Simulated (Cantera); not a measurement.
Input: 1 mol Si2H6, 0.44 mol O3, 3.8 mol N2, at 0.00133 bar.

Method: chemical equilibrium by Gibbs-energy minimisation in Cantera with the NASA 1993 tables (ideal gas, pure condensed phases). Candidate condensed phases: H2O, Si, SiO2, Si2N2O, Si3N4; 35 gas species. The feed counts by its element totals alone. N2 is the only nitrogen source here; it is nearly inert below about 1500 K, so the nitride shown seldom forms there in practice. Mutual solubility and eutectic melting of coexisting phases are not modelled. The tables hold silica as quartz up to 1696 K and as liquid above; real silica turns to tridymite and cristobalite and melts near 1996 K. Rates play no part.

Question: Which condensed phases are stable at each of these points (T (°C)): 927, 977, 1027, 1077, 1127, 1177, 1227, 1277, 1327?

Answer: 
```tsv
T (°C)	condensed phases	Si condensed (%)
927	SiO2(β-quartz) + Si2N2O(s)	100.0
977	SiO2(β-quartz) + Si2N2O(s)	100.0
1027	SiO2(β-quartz) + Si2N2O(s)	100.0
1077	SiO2(β-quartz) + Si2N2O(s)	99.9
1127	SiO2(β-quartz) + Si2N2O(s)	99.7
1177	SiO2(β-quartz) + Si2N2O(s)	98.6
1227	SiO2(β-quartz) + Si2N2O(s)	94.2
1277	SiO2(β-quartz) + Si2N2O(s)	76.7
1327	Si2N2O(s)	68.0
```

From 927 °C to 1277 °C the condensed part is SiO2(β-quartz) + Si2N2O(s). At 1327 °C the condensed part is Si2N2O(s).
